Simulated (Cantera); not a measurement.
An adiabatic, constant-pressure homogeneous reactor starts with 46.9 % H2, 11.2 % O2, 42.0 % N2, equivalence ratio 2.1, at 1000 K and 0.710 bar.

Model: GRI-Mech 3.0 (53 species, 325 reactions), integrated in Cantera.

Predict: time of steepest temperature rise; temperature at 1.00 s; equilibrium temperature; x(H2) at 1.00 s; x(O2) at 1.00 s; x(H2O2) at 1.00 s; x(NO) at 1.00 s; x(H) at 1.00 s; x(O) at 1.00 s.


```json
{
 "time_of_steepest_temperature_rise": "0.379 ms",
 "temperature at 1.00 s": "2506 K",
 "equilibrium_temperature": "2506 K",
 "x(H2) at 1.00 s": "0.268 (gas-phase equilibrium 0.268)",
 "x(O2) at 1.00 s": "4.50e-5 (gas-phase equilibrium 4.50e-5)",
 "x(H2O2) at 1.00 s": "9.90e-9 (gas-phase equilibrium 9.90e-9)",
 "x(NO) at 1.00 s": "0.000263 (gas-phase equilibrium 0.000263)",
 "x(H) at 1.00 s": "0.0160 (gas-phase equilibrium 0.0160)",
 "x(O) at 1.00 s": "0.000120 (gas-phase equilibrium 0.000120)"
}
```
